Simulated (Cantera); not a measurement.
Input (Python, Cantera):

```python
import numpy as np
import cantera as ct

gas = ct.Solution("gri30.yaml")
gas.TPX = 1125, 1333, {'N2O': 1, 'N2': 4.4}
reactor = ct.IdealGasConstPressureReactor(gas, energy="off", clone=False)
net = ct.ReactorNet([reactor])
net.rtol, net.atol = 1e-08, 1e-18
show = ['N2O', 'NO', 'N2', 'NO2', 'O', 'O2']
times = np.geomspace(4e-06, 90, 10)

steps = ct.SolutionArray(gas, extra=["t"])
rows = []
print(f"{'t/s':>10s}{'T/K':>9s}{'P/Pa':>11s}" + "".join(f"{s:>11s}" for s in show))
for t in times:
    while net.time < t:
        t_next = net.step()
        steps.append(gas.state, t=t_next)
    rows.append([np.interp(t, steps.t, y) for y in (steps.T, steps.P, *steps(*show).X.T)])
    print(f"{t:10.3e}{rows[-1][0]:9.1f}{rows[-1][1]:11.4g}" + "".join(f"{x:11.3e}" for x in rows[-1][2:]))
rate = np.gradient(steps.T, steps.t)
print("integrator steps:", len(steps.t))
if steps.T.max() > steps.T[0] + 200:
    print(f"time of steepest temperature rise: {steps.t[rate.argmax()]:.4e} s")
gas.TPX = 1125, 1333, {'N2O': 1, 'N2': 4.4}
gas.equilibrate("TP")
print(f"equilibrium (TP): T = {gas.T:.1f} K  " + "  ".join(f"{s} {gas[s].X[0]:.3e}" for s in show))
```

Result:

```
       t/s      T/K       P/Pa        N2O         NO         N2        NO2          O         O2
 4.000e-06   1125.0       1333  1.852e-01  6.528e-14  8.148e-01  5.687e-27  6.667e-10  3.932e-13
 2.624e-05   1125.0       1333  1.852e-01  2.798e-12  8.148e-01  8.801e-24  4.358e-09  1.685e-11
 1.721e-04   1125.0       1333  1.852e-01  1.190e-10  8.148e-01  1.607e-20  2.793e-08  7.170e-10
 1.129e-03   1125.0       1333  1.852e-01  4.618e-09  8.148e-01  2.361e-17  1.582e-07  2.782e-08
 7.408e-03   1125.0       1333  1.852e-01  1.166e-07  8.148e-01  1.498e-14  4.749e-07  7.024e-07
 4.860e-02   1125.0       1333  1.852e-01  1.162e-06  8.148e-01  1.481e-12  5.247e-07  6.999e-06
 3.188e-01   1125.0       1333  1.851e-01  8.067e-06  8.149e-01  6.945e-11  5.247e-07  4.860e-05
 2.091e+00   1125.0       1333  1.844e-01  5.326e-05  8.152e-01  2.532e-09  5.247e-07  3.209e-04
 1.372e+01   1125.0       1333  1.803e-01  3.455e-04  8.173e-01  4.689e-08  5.246e-07  2.082e-03
 9.000e+01   1125.0       1333  1.553e-01  2.093e-03  8.300e-01  3.628e-07  5.239e-07  1.262e-02
integrator steps: 525
equilibrium (TP): T = 1125.0 K  N2O 6.701e-10  NO 7.306e-05  N2 9.152e-01  NO2 1.326e-07  O 1.171e-08  O2 8.471e-02
```

Computed with Cantera and GRI-Mech 3.0 (53 species, 325 reactions). GRI-Mech 3.0 was tuned for natural gas; its chemistry of N2O as a main component is partial and can be far from experiment. Radical loss at walls, strong at low pressure, is not modelled. The mechanism lacks the step 2 NO + O2 → 2 NO2, which can matter for NO2 below about 1400 K. The temperature is held fixed by assumption; the heat of reaction is taken as removed at once.
